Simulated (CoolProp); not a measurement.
Aqueous potassium acetate as a coolant, 13 % by mass, freezing at -6.3 °C, 1 atm.

Computed with CoolProp (Melinder's fits for secondary coolants).

```csv
T (°C),density (kg/m³),cp (kJ/(kg K)),viscosity (mPa s),Prandtl number
-4.4,1071,3.696,?,20.4
3.1,?,3.704,2.20,?
10.6,1068,3.713,1.76,?
18.1,1066,3.722,1.44,9.74
25.6,1064,?,1.21,8.05
33.2,1061,3.738,1.04,6.76
```

**Question.** Fill in the missing entries.

**Answer.** 
- -4.4, viscosity (mPa s): 2.85
- 3.1, density (kg/m³): 1070
- 3.1, Prandtl number: 15.4
- 10.6, Prandtl number: 12.1
- 25.6, cp (kJ/(kg K)): 3.731
